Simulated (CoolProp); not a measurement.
Model: reference Helmholtz-energy equation of state, Thol 2019, in CoolProp.

Task: For tetradecamethylhexasiloxane (MD4M), give the phase and the Z, cp (kJ/(kg K)), speed of sound (m/s), fugacity coefficient at 359.5 K and 0.571 MPa.

Result: 
- 359.5 K and 0.571 MPa: liquid; Z 0.106, cp 1.85, speed of sound 776, fugacity coefficient 0.000254
